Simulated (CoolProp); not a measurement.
Vapour-liquid equilibrium of CH2F2 (R32) (1) + R142b (2) at 0.0925 MPa; x and y are mole fractions of (1).

Model: multi-fluid Helmholtz-energy mixture model, Tillner-Roth 1997 and Lemmon 2006; pair parameters Bell 2016, in CoolProp.

| x | bubble temperature, mixture model (K) | bubble temperature, Raoult's law (K) | y, mixture model | y, Raoult's law |
|---|---|---|---|---|
| 0.05 | 255.1 | 256.3 | 0.279 | 0.247 |
| 0.15 | 244.7 | 247.9 | 0.593 | 0.538 |
| 0.25 | 237.6 | 241.8 | 0.744 | 0.698 |
| 0.35 | 232.7 | 237.0 | 0.825 | 0.795 |
| 0.45 | 229.2 | 233.0 | 0.873 | 0.859 |
| 0.55 | 226.7 | 229.8 | 0.904 | 0.904 |
| 0.65 | 224.8 | 227.0 | 0.927 | 0.936 |
| 0.75 | 223.2 | 224.6 | 0.947 | 0.960 |
| 0.85 | 221.8 | 222.5 | 0.966 | 0.979 |
| 0.95 | 220.4 | 220.6 | 0.987 | 0.994 |

The largest gap from Raoult's law is -4.3 K in bubble temperature, at x = 0.35. No azeotrope shows between x = 0.05 and 0.95.

The pair parameters rest on a limited set of measurements; away from them the model extrapolates.
